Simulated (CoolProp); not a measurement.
R13 along the isobar 634 kPa: fugacity coefficient from the reference equation and from simpler models built on Tc = 29.9 °C, pc = 3973 kPa, ω = 0.175; each cubic takes its own stable root.

The numbers come from the reference Helmholtz-energy equation of state, Platzer 1990 in CoolProp. This equation is an older, rougher fit; its heat capacities, sound speeds and derivatives of the liquid may be far off and weren't checked against measurements.

| T (°C) | phase | reference |
|---|---|---|
| -135.45 | liquid | 0.002379 |
| -107.95 | liquid | 0.03024 |
| -80.45 | liquid | 0.1650 |
| -52.95 | liquid | 0.5406 |
| -25.45 | gas | 0.8948 |
| 2.05 | gas | 0.9260 |
| 29.55 | gas | 0.9461 |
| 57.05 | gas | 0.9599 |

Problem. How far does each simpler model (van der Waals, Redlich-Kwong, Soave-Redlich-Kwong, Peng-Robinson) lie from the reference over these 8 states: mean and median of the absolute difference, and the worst?

Solution. 
- van der Waals: mean 621.6 %, median 34.9 %, worst +3702.0 % at -135.45 °C and 634 kPa
- Redlich-Kwong: mean 19.6 %, median 13.1 %, worst +47.1 % at -135.45 °C and 634 kPa
- Soave-Redlich-Kwong: mean 1.4 %, median 0.6 %, worst -5.2 % at -135.45 °C and 634 kPa
- Peng-Robinson: mean 1.1 %, median 0.6 %, worst +5.3 % at -135.45 °C and 634 kPa

At some of these states van der Waals gives the other phase, because its saturation line lies elsewhere.
